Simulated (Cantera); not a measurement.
**Thermodynamics of calcination and drying, feed Ca(OH)2 + H2 + H2O**

Charge: 1 mol Ca(OH)2, 0.043 mol H2, 0.1 mol H2O, equilibrated at 0.690 Torr.

Method: chemical equilibrium by Gibbs-energy minimisation in Cantera with the NASA 1993 tables (ideal gas, pure condensed phases). Candidate condensed phases: Ca, CaO, Ca(OH)2, H2O; 14 gas species. Kinetics and transport are ignored.

```csv
T (°C),x H2O,x H2,x OH,x O2,x H,n CaO(s)
800,0.962,0.0376,8.57e-9,<1e-12,8.96e-8,1.00
875,0.962,0.0376,7.00e-8,1.20e-11,4.58e-7,1.00
950,0.962,0.0376,4.43e-7,2.94e-10,1.92e-6,1.00
1025,0.962,0.0376,2.27e-6,4.99e-9,6.85e-6,1.00
1100,0.962,0.0376,9.73e-6,6.25e-8,2.13e-5,1.00
1175,0.962,0.0376,3.59e-5,6.03e-7,5.89e-5,1.00
1250,0.962,0.0376,0.000117,4.67e-6,0.000148,1.000
1325,0.962,0.0377,0.000338,2.97e-5,0.000341,1.000
1400,0.960,0.0380,0.000890,0.000158,0.000732,1.000
1475,0.956,0.0393,0.00212,0.000689,0.00149,1.000
1550,0.947,0.0431,0.00454,0.00233,0.00296,1.000
1625,0.928,0.0510,0.00866,0.00589,0.00582,1.000
1700,0.896,0.0639,0.0150,0.0118,0.0112,1.000
```
x: gas mole fraction; n: condensed amount in mol.

From 800 °C to 1700 °C the condensed part is CaO(s).
